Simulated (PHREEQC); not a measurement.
## Silver or lead bath

A solution holds 0.0078 mol Pb(NO3)2 and 0.0001 mol HNO3 per kg of water, at 20 °C. Closed to the air; pH follows from the charge balance.

Model: ion-association model, phreeqc.dat, run in PHREEQC.

Precipitation was switched off in this run.

Q: What pH, ionic strength does the model give?

A: pH 4.05; ionic strength 0.0218 mol/kgw.

Q: In which forms is Pb present?

A: Pb+2 89 %, PbNO3+ 11 % of the Pb.

Complexes and solids missing from the database can't appear.
